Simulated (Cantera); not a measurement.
A closed system holds: 1 mol FeS, 1.4 mol SO3, 0.25 mol CO2, held at 0.250 bar.

Method: chemical equilibrium by Gibbs-energy minimisation in Cantera with the NASA 1993 tables (ideal gas, pure condensed phases). Candidate condensed phases: C, Fe, Fe(CO)5, FeO, FeS, FeSO4, FeS2, Fe2O3, Fe2(SO4)3, Fe3O4, S; 25 gas species. Metal and sulfide melt together well below either melting point, which pure phases cannot show. Mutual solubility and eutectic melting of coexisting phases are not modelled. The tables' stoichiometric FeO is somewhat more stable than real wüstite, so its field is too wide. FeO, FeS: taken at fixed stoichiometry. Gases not in the tables: S3 to S7. The numbers say what is thermodynamically allowed, not how fast it happens.

log p: log10 of the partial pressure in bar; n: condensed amount in mol.

```
T (K)  log p SO2  log p S2  log p CO2  log p CO  log p SO  log p S2O  n FeS2(s)  n Fe3O4(s)  n FeS(s)  n FeO(s)  n FeS(l)  n FeO(l)
-----  ---------  --------  ---------  --------  --------  ---------  ---------  ----------  --------  --------  --------  --------
750        -0.66     -3.72      -1.49     -6.54     -7.56      -4.28      0.361       0.213         0         0         0         0
825        -0.67         …      -1.49         …         …          …      0.354       0.215         0         0         0         0
900        -0.67     -2.37      -1.52     -5.05     -5.81      -3.32          0       0.155     0.534         0         0         0
975        -0.67     -2.20      -1.52     -4.55     -5.23      -3.22          0       0.163     0.512         0         0         0
1050       -0.68     -2.05      -1.52     -4.13     -4.73      -3.12          0       0.171     0.486         0         0         0
1125       -0.68     -1.93      -1.53     -3.76     -4.30      -3.04          0       0.182     0.454         0         0         0
1200       -0.69         …      -1.53         …         …          …          0       0.194         …         0         0         0
1275       -0.70     -1.72      -1.54     -3.16     -3.59      -2.92          0       0.208     0.377         0         0         0
1350       -0.71     -1.64      -1.55     -2.91     -3.30      -2.87          0       0.222     0.333         0         0         0
1425       -0.73     -1.51      -1.58     -2.70     -3.03      -2.79          0           0     0.143     0.857         0         0
1500       -0.75     -1.40      -1.61     -2.51     -2.79      -2.72          0           0         0     0.978    0.0220         0
1575       -0.75     -1.39      -1.63     -2.36     -2.59      -2.72          0           0         0      1.00         0         0
1650       -0.75     -1.40      -1.66     -2.24     -2.41      -2.74          0           0         0         0         0     1.000
```

**Question.** What belongs in the gaps?

**Answer.** 
- 1200, log p S2: -1.82
- 1200, log p CO: -3.44
- 1200, log p SO: -3.92
- 1200, log p S2O: -2.98
- 1200, n FeS(s): 0.417
- 825, log p S2: -2.90
- 825, log p CO: -5.69
- 825, log p SO: -6.59
- 825, log p S2O: -3.70
